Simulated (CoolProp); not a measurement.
Vapour-liquid equilibrium of R152A (1) + methanol (2) at 3.92 bar; x and y are mole fractions of (1).

Model: multi-fluid Helmholtz-energy mixture model, Outcalt 1996 and de Reuck 1993; pair parameters Bell 2016, in CoolProp.

```json
[
 {"x": "0.05", "bubble temperature (°C)": "70.0", "y at the bubble point": "0.678", "dew temperature at overall composition x (°C)": "101.6", "liquid density (mol/L)": "22.46"},
 {"x": "0.2", "bubble temperature (°C)": "36.2", "y at the bubble point": "0.925", "dew temperature at overall composition x (°C)": "96.1", "liquid density (mol/L)": "21.49"},
 {"x": "0.35", "bubble temperature (°C)": "29.2", "y at the bubble point": "0.949", "dew temperature at overall composition x (°C)": "89.7", "liquid density (mol/L)": "19.89"},
 {"x": "0.5", "bubble temperature (°C)": "25.4", "y at the bubble point": "0.960", "dew temperature at overall composition x (°C)": "82.1", "liquid density (mol/L)": "18.35"},
 {"x": "0.65", "bubble temperature (°C)": "21.7", "y at the bubble point": "0.971", "dew temperature at overall composition x (°C)": "72.2", "liquid density (mol/L)": "16.95"},
 {"x": "0.8", "bubble temperature (°C)": "17.6", "y at the bubble point": "0.983", "dew temperature at overall composition x (°C)": "57.9", "liquid density (mol/L)": "15.67"},
 {"x": "0.95", "bubble temperature (°C)": "13.1", "y at the bubble point": "0.996", "dew temperature at overall composition x (°C)": "28.8", "liquid density (mol/L)": "14.49"}
]
```

No azeotrope shows between x = 0.05 and 0.95.

The pair parameters rest on a limited set of measurements; away from them the model extrapolates. With so large a gap from Raoult's law the liquid may split in two, which this calculation doesn't test in full.
